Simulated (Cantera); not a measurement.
Cantera run:

```python
import numpy as np
import cantera as ct

gas_names = """
    N NO NO2 NO3 N2 N2O O O2 O3 Pb PbO Pb2
""".split()
cond_names = """
    Pb(cr) Pb(L) PbO(rd) PbO(yw) PbO(L) PbO2(s) Pb3O4(s)
""".split()


# ... load() reads the species with a 1 bar reference pressure and builds the phases ...
atoms = {
    'PbO': {'Pb': 1, 'O': 1},
    'O2': {'O': 2},
    'N2': {'N': 2},
}
top_T = {'Pb3O4(s)': 820}  # K; cautious upper limits of use, not melting points


# ... equilibrate(T, P, feed) seeds the gas with the atoms and calls Mixture.equilibrate('TP', solver="vcs", rtol=1e-11, max_steps=5000) ...
results = []
feed = {'PbO': 1, 'O2': 0.24, 'N2': 5.8}  # mol
P = 100000  # Pa
for T in [500, 600, 700, 800, 900, 1000, 1100]:
    mix = equilibrate(T, P, feed)
    results.append((T, P, feed, dict(zip(mix.species_names, mix.species_moles))))
    x = sorted(zip(gas.X, gas.species_names), reverse=True)
    print(f"T = {T:g} K  P = {P:g} Pa  gas = {mix.phase_moles(0):.4g} mol")
    print("   x: " + "  ".join(f"{s} {v:.3e}" for v, s in x if v > 0.0001))
    print("   condensed (mol): " + ("  ".join(f"{mix.phase(i).name} {mix.phase_moles(i):.4g}"
          for i in range(1, mix.n_phases) if mix.phase_moles(i) > 1e-12) or "none"))
```

It prints:

```
T = 500 K  P = 100000 Pa  gas = 5.873 mol
   x: N2 9.875e-01  O2 1.249e-02
   condensed (mol): Pb3O4(s) 0.3333
T = 600 K  P = 100000 Pa  gas = 6.04 mol
   x: N2 9.603e-01  O2 3.974e-02
   condensed (mol): PbO(rd) 1
T = 700 K  P = 100000 Pa  gas = 6.04 mol
   x: N2 9.603e-01  O2 3.973e-02
   condensed (mol): PbO(rd) 1
T = 800 K  P = 100000 Pa  gas = 6.04 mol
   x: N2 9.603e-01  O2 3.973e-02
   condensed (mol): PbO(yw) 1
T = 900 K  P = 100000 Pa  gas = 6.04 mol
   x: N2 9.603e-01  O2 3.973e-02
   condensed (mol): PbO(yw) 1
T = 1000 K  P = 100000 Pa  gas = 6.04 mol
   x: N2 9.603e-01  O2 3.973e-02
   condensed (mol): PbO(yw) 1
T = 1100 K  P = 100000 Pa  gas = 6.04 mol
   x: N2 9.602e-01  O2 3.971e-02
   condensed (mol): PbO(yw) 1
```

Equilibrium computed with Cantera from the NASA thermochemical tables; the gas is ideal and each condensed phase is pure.
